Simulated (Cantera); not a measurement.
Input (Python, Cantera) and output of one run.

```python
import numpy as np
import cantera as ct

gas_names = """
    CL CLO CL2 Fe FeCL FeCL2 FeCL3 FeO Fe(OH)2 Fe2CL4 Fe2CL6 H HCL HNO HNO2 HNO3 HOCL HO2 H2 H2O H2O2 N
    NH NH2 NH3 NH2OH NO NO2 NO3 N2 N2H2 N2H4 N2O O OH O2 O3
""".split()
cond_names = """
    Fe(a) Fe(c) Fe(d) Fe(L) FeCL2(s) FeCL2(L) FeCL3(s) FeCL3(L) FeO(s) FeO(L) Fe(OH)2(s) Fe(OH)3(s)
    Fe2O3(s) Fe3O4(s) H2O(s) H2O(L) NH4CL(a) NH4CL(b)
""".split()


# ... load() reads the species with a 1 bar reference pressure and builds the phases ...
atoms = {
    'FeCl3': {'Fe': 1, 'CL': 3},
    'H2O': {'H': 2, 'O': 1},
    'N2': {'N': 2},
    'O2': {'O': 2},
}
top_T = {'Fe2O3(s)': 1830, 'Fe3O4(s)': 1870}  # K; cautious upper limits of use, not melting points


# ... equilibrate(T, P, feed) seeds the gas with the atoms and calls Mixture.equilibrate('TP', solver="vcs", rtol=1e-11, max_steps=5000) ...
results = []
feed = {'FeCl3': 1, 'H2O': 0.82, 'N2': 170, 'O2': 2.5}  # mol
P = 0.39  # Pa
for T in [1675, 1725, 1775, 1825, 1875, 1925, 1975, 2025, 2075, 2125]:
    mix = equilibrate(T, P, feed)
    results.append((T, P, feed, dict(zip(mix.species_names, mix.species_moles))))

top = {s: max(r[3][s] / sum(r[3][g] for g in gas_names) for r in results) for s in gas_names}
cols = sorted((s for s in top if top[s] > 1e-06), key=lambda s: -top[s])[:8]
seen = [c for c in cond_names if any(r[3].get(c, 0) > 1e-12 for r in results)]
print("log10 of partial pressures in bar; condensed amounts in mol")
print(f"{'T/K':>10s}" + "".join(f"{s[:9]:>10s}" for s in cols + seen))
for T, P, feed, n in results:
    ng = sum(n[g] for g in gas_names)
    print(f"{T:10.4g}" + "".join(f"{np.log10(max(n[s] / ng * P / 1e5, 1e-99)):10.3f}" for s in cols)
          + "".join(f"{n.get(c, 0):10.4g}" for c in seen))
```

Result:

```
log10 of partial pressures in bar; condensed amounts in mol
       T/K        N2         O        CL        O2         H        Fe       HCL       H2O
      1675    -5.427    -8.107    -7.300    -7.281    -8.557    -7.733    -7.879    -8.072
      1725    -5.428    -7.887    -7.267    -7.302    -8.260    -7.698    -7.954    -8.124
      1775    -5.429    -7.686    -7.245    -7.334    -8.005    -7.684    -8.059    -8.228
      1825    -5.431    -7.503    -7.228    -7.380    -7.801    -7.677    -8.199    -8.411
      1875    -5.432    -7.344    -7.214    -7.450    -7.655    -7.673    -8.381    -8.691
      1925    -5.433    -7.210    -7.203    -7.552    -7.564    -7.671    -8.604    -9.069
      1975    -5.435    -7.106    -7.197    -7.694    -7.512    -7.670    -8.855    -9.521
      2025    -5.436    -7.030    -7.194    -7.876    -7.485    -7.669    -9.118   -10.018
      2075    -5.436    -6.981    -7.192    -8.094    -7.470    -7.668    -9.381   -10.536
      2125    -5.437    -6.950    -7.191    -8.336    -7.463    -7.668    -9.640   -11.059
```

Cantera equilibrium calculation (NASA polynomials, part measured and part estimated; ideal gas, pure solids and liquids).
